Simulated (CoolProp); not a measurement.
Vapour-liquid equilibrium of R125 (1) + R1234yf (2) at -18.75 °C; x and y are mole fractions of (1).

Computed with CoolProp (multi-fluid Helmholtz-energy mixture model, Lemmon 2005 and Lemmon 2022; pair parameters Bell 2023).

| x | bubble pressure (MPa) | y at the bubble point | dew pressure at overall composition x (MPa) | liquid density (mol/L) |
|---|---|---|---|---|
| 0.05 | ___ | 0.101 | ___ | ___ |
| 0.2 | ___ | 0.345 | 0.1790 | 10.96 |
| 0.35 | ___ | 0.529 | 0.1979 | 11.07 |
| 0.5 | 0.2550 | ___ | 0.2211 | 11.19 |
| 0.65 | 0.2841 | 0.792 | 0.2498 | 11.32 |
| 0.8 | 0.3135 | 0.890 | 0.2864 | 11.46 |
| 0.95 | 0.3433 | ___ | ___ | 11.62 |

Q: Fill in the missing entries.

A: 
- 0.05, bubble pressure (MPa): 0.1683
- 0.05, dew pressure at overall composition x (MPa): 0.1633
- 0.05, liquid density (mol/L): 10.84
- 0.2, bubble pressure (MPa): 0.1973
- 0.35, bubble pressure (MPa): 0.2261
- 0.5, y at the bubble point: 0.674
- 0.95, y at the bubble point: 0.975
- 0.95, dew pressure at overall composition x (MPa): 0.3341

No azeotrope shows between x = 0.05 and 0.95.

Pair parameters are fitted to limited data, so mixtures are less certain than the pure fluids.
